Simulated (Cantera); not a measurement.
Charge: 1 mol C₂H₂, 1.8 mol NH₃, 20 mol N₂, at 325 °C.

These are equilibrium values from Cantera (NASA tables, ideal gas, pure condensed phases), not measurements of a reactor. Candidate condensed phases: C, C₆H₆, C₇H₈, C₈H₁₈; 92 gas species. The ideal-gas law is rough above about 30 bar. Kinetics and transport are ignored.

Task: What share of the C ends up in condensed phases as a function of P (Pa), at 10, 46, 220, 1000, 4600, 22000, 100000, 460000, 2200000, 10000000?

Result: 
| P (Pa) | C condensed (%) | as |
|---|---|---|
| 10 | 99.7 | C(graphite) |
| 46 | 98.8 | C(graphite) |
| 220 | 94.6 | C(graphite) |
| 1000 | 81.9 | C(graphite) |
| 4600 | 59.1 | C(graphite) |
| 22000 | 36.7 | C(graphite) |
| 100000 | 22.6 | C(graphite) |
| 460000 | 15.0 | C(graphite) |
| 2200000 | 11.3 | C(graphite) |
| 10000000 | 9.6 | C(graphite) |
